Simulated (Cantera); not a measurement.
An isothermal, constant-pressure homogeneous reactor starts with H₂ : O₂ = 0.0099 : 1 (molar parts), at 973 K and 1.43 Torr. Integrator tolerance rtol = 1e-08.

Cantera simulation using the H2/O2 subset of GRI-Mech 3.0, which has no nitrogen chemistry; the numbers are that mechanism's predictions, not measurements. Radical loss at walls, strong at low pressure, is not modelled.

Question: What does this change do: temperature 973 to 1448 K?

Answer: 
| quantity | before | after |
|---|---|---|
| x(H₂) at 90.0 s | 9.69e-8 (gas-phase equilibrium 8.74e-12) | 5.23e-6 (gas-phase equilibrium 2.09e-7) |
| x(O₂) at 90.0 s | 0.990 (gas-phase equilibrium 0.990) | 0.989 (gas-phase equilibrium 0.990) |
| x(O) at 90.0 s | 1.64e-5 (gas-phase equilibrium 1.55e-9) | 0.00115 (gas-phase equilibrium 4.48e-5) |
| x(H₂O₂) at 90.0 s | 1.02e-9 (gas-phase equilibrium <1e-12) | 4.50e-10 (gas-phase equilibrium 6.46e-11) |
| x(OH) at 90.0 s | 1.52e-5 (gas-phase equilibrium 1.49e-7) | 0.000542 (gas-phase equilibrium 0.000108) |
